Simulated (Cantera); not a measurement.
**Low-pressure radical oxidation in H2/O2**

An isothermal, constant-pressure homogeneous reactor starts with H2 : O2 = 0.08 : 1 (molar parts), equivalence ratio 0.040, at 1100 K and 0.0133 bar.

Cantera simulation using GRI-Mech 3.0 (53 species, 325 reactions); the numbers are that mechanism's predictions, not measurements. Radical loss at walls, strong at low pressure, is not modelled. The temperature is held fixed by assumption; the heat of reaction is taken as removed at once.

| t (s) | x H2 | x O2 | x OH | x O | x H2O2 |
|---|---|---|---|---|---|
| 8.00e-5 | 0.0741 | 0.926 | 1.95e-10 | 2.52e-10 | <1e-12 |
| 0.000282 | 0.0741 | 0.926 | 1.73e-9 | 2.90e-9 | <1e-12 |
| 0.000997 | 0.0741 | 0.926 | 1.56e-7 | 2.84e-7 | 1.01e-11 |
| 0.00352 | 0.0132 | 0.888 | 0.00577 | 0.0247 | 3.55e-7 |
| 0.0124 | 0.00120 | 0.894 | 0.00275 | 0.0246 | 1.33e-7 |
| 0.0439 | 0.000323 | 0.916 | 0.00141 | 0.00639 | 1.44e-7 |
| 0.155 | 3.29e-5 | 0.922 | 0.000451 | 0.000660 | 9.69e-8 |
| 0.547 | 2.98e-6 | 0.923 | 0.000139 | 6.19e-5 | 3.73e-8 |
| 1.93 | 3.79e-7 | 0.923 | 5.05e-5 | 8.18e-6 | 1.14e-8 |
| 6.82 | 6.73e-8 | 0.923 | 2.16e-5 | 1.49e-6 | 3.28e-9 |
| 24.1 | 1.48e-8 | 0.923 | 1.02e-5 | 3.34e-7 | 9.36e-10 |
| 85.0 | 3.74e-9 | 0.923 | 5.15e-6 | 8.52e-8 | 2.74e-10 |
| 300 | 1.25e-9 | 0.923 | 2.98e-6 | 2.85e-8 | 1.01e-10 |
x: mole fraction; the columns are a selection and need not sum to one.

Equilibrium at this temperature and pressure: H2 9.20e-10, O2 0.923, OH 2.55e-6, O 2.09e-8, H2O2 7.71e-11 (gas phase only).
